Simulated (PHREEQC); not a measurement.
Solution (25 °C): 0.021 mol/kgw CdCl2, 0.027 mol/kgw CaCl2, 0.00011 mol/kgw H2SO4 and 0.0092 mol/kgw NaCl. Closed to the air; pH follows from the charge balance.

Computed with PHREEQC (ion-association model, wateq4f.dat).

No solid was allowed to form.

Problem. Order these Cl species by the share of Cl that they hold, largest first: Cl-, CdCl2, CdCl3-, CdCl+.

Solution. Cl- (82 %), CdCl+ (13 %), CdCl2 (5.2 %), CdCl3- (0.42 %)

Problem. Order these Cd species by the share of Cd that they hold, largest first: CdCl3-, CdCl+, Cd+2, CdCl2.

Solution. CdCl+ (64 %), Cd+2 (22 %), CdCl2 (13 %), CdCl3- (0.70 %)

The pH is 3.75 and the ionic strength 0.118 mol/kgw.
